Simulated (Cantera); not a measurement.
A closed system holds: 1 mol Fe2O3, 2.4 mol SO3, 3 mol N2, equilibrated at 0.0870 bar.

These are equilibrium values from Cantera (NASA tables, ideal gas, pure condensed phases), not measurements of a reactor. Candidate condensed phases: Fe, FeO, FeS, FeSO4, FeS2, Fe2O3, Fe2(SO4)3, Fe3O4, S; 19 gas species. The numbers say what is thermodynamically allowed, not how fast it happens.

**Question.** Which condensed phases are stable at each of these points (T (°C)): 502, 602, 702, 802, 902, 1002, 1102, 1202, 1302, 1402, 1502?

**Answer.** 
```csv
T (°C),condensed phases,Fe condensed (%)
502,Fe2O3(s) + Fe2(SO4)3(s),100.0
602,Fe2O3(s) + Fe2(SO4)3(s),100.0
702,Fe2O3(s),100.0
802,Fe2O3(s),100.0
902,Fe2O3(s),100.0
1002,Fe2O3(s),100.0
1102,Fe2O3(s),100.0
1202,Fe2O3(s),100.0
1302,Fe3O4(s),100.0
1402,Fe3O4(s),100.0
1502,Fe3O4(s),100.0
```

From 502 °C to 602 °C the condensed part is Fe2O3(s) + Fe2(SO4)3(s). From 702 °C to 1202 °C the condensed part is Fe2O3(s). From 1302 °C to 1502 °C the condensed part is Fe3O4(s).
